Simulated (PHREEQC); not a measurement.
PHREEQC input (ion-association model, phreeqc.dat):

```
SOLUTION 0
  temp 25
  units mmol/kgw
  pH 7 charge
  Cl 6.54
  K 5.6
  Na 0.93
  O(0) 1 O2(g) -0.68
SOLUTION 1-40
  temp 25
  units mmol/kgw
  pH 7 charge
  S(6) 51
  Mg 51
  Cl 0.01
  O(0) 1 O2(g) -0.68
END
EXCHANGE 1-40
  X 0.01
  -equilibrate 1
END
SELECTED_OUTPUT 1
  -reset false
  -pH true
  -pe true
  -ionic_strength true
  -water true
  -step true
  -totals Cl K Mg Na S S(-2) S(6)
  -molalities NaX MgX2 KX
  -saturation_indices Halite Sylvite
PRINT
  -reset false
TRANSPORT
  -cells 40
  -shifts 240
  -lengths 0.005
  -time_step 3600
  -dispersivities 0.007
  -boundary_conditions flux flux
  -correct_disp true
  -punch_cells 40
  -punch_frequency 8
END
```

Selected output (columns that matter, 24 of 31 rows; pore volumes added in front):

```
pore volumes	pH	mu	Cl	K	Mg	Na	S	m_NaX	m_MgX2	m_KX	si_Halite	si_Sylvite
0	5.3869	0.10772	1e-05	0	0.051	0	0.051	0	0.005	0	-1000	-1000
0.2125	5.3869	0.10772	1e-05	2.1484e-16	0.051	1.2434e-15	0.051	3.6204e-17	0.005	3.0832e-17	-21.722	-21.834
0.6125	5.3805	0.1042	0.00028339	6.1412e-05	0.048956	2.9702e-05	0.048865	8.7993e-07	0.0049951	8.9701e-06	-9.8885	-8.9223
0.8125	5.3432	0.085509	0.0016998	0.00050829	0.038296	0.00019496	0.037803	6.3983e-06	0.0049556	8.2411e-05	-8.2763	-7.2065
1.0125	5.2711	0.056794	0.0037416	0.0012709	0.022866	0.00044133	0.021856	1.7887e-05	0.0048633	0.00025543	-7.5457	-6.428
1.4125	5.116	0.018916	0.0060443	0.0022219	0.0054133	0.00072907	0.0038717	5.2319e-05	0.0045756	0.00079655	-7.0471	-5.8971
1.6125	5.0705	0.012159	0.0063685	0.0024819	0.0028853	0.0007849	0.0013394	7.1888e-05	0.0043952	0.0011377	-6.9701	-5.8025
1.8125	5.0484	0.0093473	0.0064852	0.0027819	0.0018634	0.00082265	0.00042803	8.9095e-05	0.0042008	0.0015093	-6.9303	-5.7328
2.0125	5.0397	0.00824	0.0065235	0.0031196	0.0014013	0.00084965	0.00012924	0.00010242	0.0040066	0.0018844	-6.9087	-5.6751
2.4125	5.0354	0.0075353	0.0065387	0.0037312	0.00096969	0.0008791	1.0515e-05	0.00012099	0.0036526	0.0025737	-6.8895	-5.5928
2.6125	5.035	0.0073875	0.0065396	0.0039681	0.00084036	0.0008866	2.8853e-06	0.00012822	0.0034978	0.0028762	-6.8851	-5.5653
2.8125	5.0347	0.0072809	0.0065399	0.0041617	0.00073894	0.00089184	7.7757e-07	0.00013474	0.003357	0.0031512	-6.882	-5.5441
3.2125	5.0344	0.0071303	0.00654	0.0044508	0.00059018	0.00089896	5.4307e-08	0.00014631	0.0031116	0.0036304	-6.8778	-5.5141
3.4125	5.0343	0.0070744	0.00654	0.0045597	0.00053436	0.0009016	1.4148e-08	0.00015152	0.003004	0.0038405	-6.8763	-5.5034
3.6125	5.0342	0.0070273	0.00654	0.0046516	0.00048729	0.00090384	3.6599e-09	0.00015641	0.0029046	0.0040343	-6.8749	-5.4945
4.0125	5.0341	0.0069525	0.00654	0.0047974	0.00041254	0.00090748	2.4102e-10	0.00016536	0.0027267	0.0043813	-6.8728	-5.4807
4.2125	5.034	0.0069224	0.00654	0.0048562	0.00038243	0.00090898	6.1475e-11	0.00016948	0.0026463	0.0045379	-6.872	-5.4752
4.4125	5.0339	0.006896	0.00654	0.0049076	0.00035602	0.00091031	1.5631e-11	0.00017338	0.0025709	0.0046848	-6.8712	-5.4705
4.6125	5.0339	0.0068727	0.00654	0.0049532	0.00033267	0.0009115	3.9641e-12	0.0001771	0.0024998	0.0048233	-6.8705	-5.4664
5.0125	5.0338	0.0068333	0.00654	0.0050299	0.00029327	0.00091354	2.5344e-13	0.00018403	0.0023689	0.0050782	-6.8693	-5.4595
5.2125	5.0338	0.0068165	0.00654	0.0050626	0.00027651	0.00091442	6.3932e-14	0.00018727	0.0023083	0.0051961	-6.8688	-5.4566
5.4125	5.0338	0.0068013	0.00654	0.0050921	0.00026133	0.00091523	1.6107e-14	0.00019037	0.0022506	0.0053085	-6.8684	-5.454
5.8125	5.0337	0.0067749	0.00654	0.0051435	0.00023491	0.00091664	1.0195e-15	0.00019622	0.0021427	0.0055184	-6.8676	-5.4495
6.0125	5.0337	0.0067633	0.00654	0.0051661	0.00022334	0.00091726	2.5619e-16	0.00019898	0.0020921	0.0056167	-6.8672	-5.4476
```
